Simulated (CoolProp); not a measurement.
Vapour-liquid equilibrium of n-hexane (1) + o-xylene (2) at 355.3 K; x and y are mole fractions of (1).

Values from CoolProp's multi-fluid Helmholtz-energy mixture model, Thol 2019 and Zhou 2012; pair parameters Bell 2016.

```
x     bubble pressure (kPa)  y at the bubble point  dew pressure at overall composition x (kPa)  liquid density (mol/L)
----  ---------------------  ---------------------  -------------------------------------------  ----------------------
0.05                  22.22                  0.406                                        14.47                   7.755
0.2                   45.84                  0.751                                        16.96                   7.650
0.35                  67.30                  0.857                                        20.49                   7.538
0.5                   87.17                  0.911                                        25.86                   7.419
0.65                  106.1                  0.945                                        35.00                   7.292
0.8                   125.0                  0.971                                        53.79                   7.157
0.95                  144.8                  0.993                                        109.2                   7.011
```

No azeotrope shows between x = 0.05 and 0.95.

Pair parameters are fitted to limited data, so mixtures are less certain than the pure fluids.
